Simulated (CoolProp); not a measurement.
Vapour-liquid equilibrium of ethane (1) + propane (2) at -60.55 °C; x and y are mole fractions of (1).

The numbers come from the multi-fluid Helmholtz-energy mixture model, Bücker 2006 and Lemmon 2009; pair parameters Kunz 2012 in CoolProp.

| x | bubble pressure, mixture model (kPa) | bubble pressure, Raoult's law (kPa) | y, mixture model | y, Raoult's law |
|---|---|---|---|---|
| 0.05 | 56.75 | 57.92 | 0.300 | 0.320 |
| 0.15 | 86.91 | 90.84 | 0.585 | 0.612 |
| 0.25 | 117.1 | 123.8 | 0.724 | 0.749 |
| 0.35 | 147.9 | 156.7 | 0.808 | 0.828 |
| 0.45 | 179.5 | 189.6 | 0.864 | 0.880 |
| 0.55 | 212.3 | 222.5 | 0.905 | 0.916 |
| 0.65 | 246.1 | 255.4 | 0.936 | 0.943 |
| 0.75 | 280.9 | 288.3 | 0.960 | 0.964 |
| 0.85 | 316.5 | 321.2 | 0.979 | 0.981 |
| 0.95 | 352.6 | 354.1 | 0.994 | 0.994 |

The largest gap from Raoult's law is -5.6 % in bubble pressure, at x = 0.35. No azeotrope shows between x = 0.05 and 0.95.

Pair parameters are fitted to limited data, so mixtures are less certain than the pure fluids.
